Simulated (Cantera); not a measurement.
Input (Python, Cantera) and output of one run.

```python
import numpy as np
import cantera as ct

gas_names = """
    N N2 Pb Pb2
""".split()
cond_names = """
    Pb(cr) Pb(L)
""".split()


# ... load() reads the species with a 1 bar reference pressure and builds the phases ...
atoms = {
    'Pb': {'Pb': 1},
    'N2': {'N': 2},
}
top_T = {}  # K; cautious upper limits of use, not melting points


# ... equilibrate(T, P, feed) seeds the gas with the atoms and calls Mixture.equilibrate('TP', solver="vcs", rtol=1e-11, max_steps=5000) ...
results = []
feed = {'Pb': 1, 'N2': 4.6}  # mol
for P in [10, 42, 180, 750, 3200, 13000, 56000, 240000, 1000000]:
    for T in [650, 700, 750, 800, 850, 900, 950, 1000, 1050, 1100, 1150]:
        mix = equilibrate(T, P, feed)
        results.append((T, P, feed, dict(zip(mix.species_names, mix.species_moles))))

for T, P, feed, n in results:
    print(f"{T:7g} {P:10.4g}  " + (" + ".join(c for c in cond_names if n.get(c, 0) > 1e-12) or "gas only"))
```

Result:

```
    650         10  Pb(L)
    700         10  Pb(L)
    750         10  Pb(L)
    800         10  Pb(L)
    850         10  Pb(L)
    900         10  Pb(L)
    950         10  Pb(L)
   1000         10  Pb(L)
   1050         10  gas only
   1100         10  gas only
   1150         10  gas only
    650         42  Pb(L)
    700         42  Pb(L)
    750         42  Pb(L)
    800         42  Pb(L)
    850         42  Pb(L)
    900         42  Pb(L)
    950         42  Pb(L)
   1000         42  Pb(L)
   1050         42  Pb(L)
   1100         42  gas only
   1150         42  gas only
    650        180  Pb(L)
    700        180  Pb(L)
    750        180  Pb(L)
    800        180  Pb(L)
    850        180  Pb(L)
    900        180  Pb(L)
    950        180  Pb(L)
   1000        180  Pb(L)
   1050        180  Pb(L)
   1100        180  Pb(L)
   1150        180  Pb(L)
    650        750  Pb(L)
    700        750  Pb(L)
    750        750  Pb(L)
    800        750  Pb(L)
    850        750  Pb(L)
    900        750  Pb(L)
    950        750  Pb(L)
   1000        750  Pb(L)
   1050        750  Pb(L)
   1100        750  Pb(L)
   1150        750  Pb(L)
    650       3200  Pb(L)
    700       3200  Pb(L)
    750       3200  Pb(L)
    800       3200  Pb(L)
    850       3200  Pb(L)
    900       3200  Pb(L)
    950       3200  Pb(L)
   1000       3200  Pb(L)
   1050       3200  Pb(L)
   1100       3200  Pb(L)
   1150       3200  Pb(L)
    650    1.3e+04  Pb(L)
    700    1.3e+04  Pb(L)
    750    1.3e+04  Pb(L)
    800    1.3e+04  Pb(L)
    850    1.3e+04  Pb(L)
    900    1.3e+04  Pb(L)
    950    1.3e+04  Pb(L)
   1000    1.3e+04  Pb(L)
   1050    1.3e+04  Pb(L)
   1100    1.3e+04  Pb(L)
   1150    1.3e+04  Pb(L)
    650    5.6e+04  Pb(L)
    700    5.6e+04  Pb(L)
    750    5.6e+04  Pb(L)
    800    5.6e+04  Pb(L)
    850    5.6e+04  Pb(L)
    900    5.6e+04  Pb(L)
    950    5.6e+04  Pb(L)
   1000    5.6e+04  Pb(L)
   1050    5.6e+04  Pb(L)
   1100    5.6e+04  Pb(L)
   1150    5.6e+04  Pb(L)
    650    2.4e+05  Pb(L)
    700    2.4e+05  Pb(L)
    750    2.4e+05  Pb(L)
    800    2.4e+05  Pb(L)
    850    2.4e+05  Pb(L)
    900    2.4e+05  Pb(L)
    950    2.4e+05  Pb(L)
   1000    2.4e+05  Pb(L)
   1050    2.4e+05  Pb(L)
   1100    2.4e+05  Pb(L)
   1150    2.4e+05  Pb(L)
    650      1e+06  Pb(L)
    700      1e+06  Pb(L)
    750      1e+06  Pb(L)
    800      1e+06  Pb(L)
    850      1e+06  Pb(L)
    900      1e+06  Pb(L)
    950      1e+06  Pb(L)
   1000      1e+06  Pb(L)
   1050      1e+06  Pb(L)
   1100      1e+06  Pb(L)
   1150      1e+06  Pb(L)
```

Cantera equilibrium calculation (NASA polynomials, part measured and part estimated; ideal gas, pure solids and liquids).
